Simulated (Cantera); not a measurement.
Source: NASA polynomial tables (part measured, part estimated), evaluated in Cantera. Values are per mole of reaction as written; species without (g) are pure solids or liquids, kept so even where they would boil at 1 bar.

8 OH(g) + 2 V ⇌ V2O4 + 4 H2O(g)

```tsv
T (K)	ΔH° (kJ)	ΔS° (J/K)	ΔG° (kJ)	log10 K	condensed phases
300	-2709.3	-669.2	-2508.6	436.77	V(s), V2O4(s)
1348	-2691.0	-640.2	-1828.0	70.83	V(s), V2O4(s)
1448	-2688.3	-638.3	-1764.0	63.63	V(s), V2O4(s)
1548	-2685.6	-636.5	-1700.3	57.37	V(s), V2O4(s)
1648	___	___	___	___	V(s), V2O4(s)
1748	___	___	___	___	V(s), V2O4(s)
1848	-2564.0	-569.2	-1512.0	42.74	V(s), V2O4(l)
1948	-2557.7	-565.9	-1455.3	39.02	V(s), V2O4(l)
2048	___	___	___	___	V(s), V2O4(l)
2148	___	___	___	___	V(s), V2O4(l)
```

Q: Some entries are withheld; supply them.

A: 
- 1648, ΔH° (kJ): -2682.8
- 1648, ΔS° (J/K): -634.8
- 1648, ΔG° (kJ): -1636.7
- 1648, log10 K: 51.88
- 1748, ΔH° (kJ): -2680.0
- 1748, ΔS° (J/K): -633.1
- 1748, ΔG° (kJ): -1573.3
- 1748, log10 K: 47.01
- 2048, ΔH° (kJ): -2551.6
- 2048, ΔS° (J/K): -562.9
- 2048, ΔG° (kJ): -1398.8
- 2048, log10 K: 35.68
- 2148, ΔH° (kJ): -2545.8
- 2148, ΔS° (J/K): -560.1
- 2148, ΔG° (kJ): -1342.7
- 2148, log10 K: 32.65
